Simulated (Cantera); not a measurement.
A closed system holds: 1 mol SiH2Cl2, 19 mol N2O, 15 mol H2, held at 1.35 Torr.

Cantera equilibrium calculation (NASA polynomials, part measured and part estimated; ideal gas, pure solids and liquids). Candidate condensed phases: H2O, NH4Cl, Si, SiO2, Si2N2O, Si3N4; 47 gas species. The tables hold silica as quartz up to 1696 K and as liquid above; real silica turns to tridymite and cristobalite and melts near 1996 K. The numbers say what is thermodynamically allowed, not how fast it happens.

Question: What share of the Si ends up in condensed phases as a function of T (K), at 900, 1100, 1300, 1500, 1700, 1900, 2100?

Answer: 
```json
[
 {"T (K)": "900", "Si condensed (%)": "100.0", "as": "SiO2(β-quartz)"},
 {"T (K)": "1100", "Si condensed (%)": "100.0", "as": "SiO2(β-quartz)"},
 {"T (K)": "1300", "Si condensed (%)": "100.0", "as": "SiO2(β-quartz)"},
 {"T (K)": "1500", "Si condensed (%)": "100.0", "as": "SiO2(β-quartz)"},
 {"T (K)": "1700", "Si condensed (%)": "100.0", "as": "SiO2(condensed)"},
 {"T (K)": "1900", "Si condensed (%)": "99.4", "as": "SiO2(condensed)"},
 {"T (K)": "2100", "Si condensed (%)": "46.0", "as": "SiO2(l)"}
]
```
